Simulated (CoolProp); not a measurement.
The numbers come from the reference Helmholtz-energy equation of state, Span 1996 in CoolProp.

Q: For carbon dioxide, give the phase and the speed of sound (m/s) at 293.3 K and 0.101 MPa; 317.1 K and 0.101 MPa; 325.1 K and 0.101 MPa.

A: 
- 293.3 K and 0.101 MPa: gas; speed of sound 267
- 317.1 K and 0.101 MPa: gas; speed of sound 276
- 325.1 K and 0.101 MPa: gas; speed of sound 279
